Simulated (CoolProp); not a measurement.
Octamethyltrisiloxane (MDM) along the isotherm 301.85 °C: Z from the reference equation and from simpler models built on Tc = 292.2 °C, pc = 1.438 MPa, ω = 0.528; each cubic takes its own stable root.

Values from CoolProp's reference Helmholtz-energy equation of state, Thol 2017.

| p (MPa) | phase | reference | van der Waals | Peng-Robinson |
|---|---|---|---|---|
| 0.0227 | gas | 0.9951 | 0.9955 | 0.9943 |
| 0.0384 | gas | 0.9916 | 0.9923 | 0.9904 |
| 0.0647 | gas | 0.9858 | 0.9870 | 0.9838 |
| 0.109 | gas | 0.9759 | 0.9780 | 0.9726 |
| 0.184 | gas | 0.9588 | 0.9624 | 0.9533 |
| 0.311 | gas | 0.9285 | 0.9349 | 0.9198 |
| 0.525 | gas | 0.8737 | 0.8851 | 0.8605 |
| 0.886 | gas | 0.7657 | 0.7871 | 0.7491 |
| 1.5 | supercritical | 0.4670 | 0.4687 | 0.4700 |
| 2.52 | supercritical | 0.2868 | 0.3934 | 0.3055 |
| 4.26 | supercritical | 0.4290 | 0.5847 | 0.4307 |
| 7.19 | supercritical | 0.6646 | 0.8981 | 0.6405 |
